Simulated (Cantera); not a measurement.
A closed system holds: 1 mol MgO, 8.9 mol HF, 0.08 mol O₂, held at 10.0 Torr.

Method: chemical equilibrium by Gibbs-energy minimisation in Cantera with the NASA 1993 tables (ideal gas, pure condensed phases). Candidate condensed phases: H₂O, Mg, MgF₂, MgO, Mg(OH)₂; 31 gas species. Mutual solubility and eutectic melting of coexisting phases are not modelled. Equilibrium is a limit: real reactors are often held back by kinetics, nucleation or transport.

Question: What share of the Mg ends up in condensed phases as a function of T (K), at 1150, 1250, 1350, 1450, 1550, 1650, 1750?

Answer: 
```json
[
 {"T (K)": "1150", "Mg condensed (%)": "100.0", "as": "MgF₂(s)"},
 {"T (K)": "1250", "Mg condensed (%)": "100.0", "as": "MgF₂(s)"},
 {"T (K)": "1350", "Mg condensed (%)": "99.9", "as": "MgF₂(s)"},
 {"T (K)": "1450", "Mg condensed (%)": "98.8", "as": "MgF₂(s)"},
 {"T (K)": "1550", "Mg condensed (%)": "91.4", "as": "MgF₂(l) + MgO(s)"},
 {"T (K)": "1650", "Mg condensed (%)": "60.3", "as": "MgF₂(l) + MgO(s)"},
 {"T (K)": "1750", "Mg condensed (%)": "45.6", "as": "MgO(s)"}
]
```
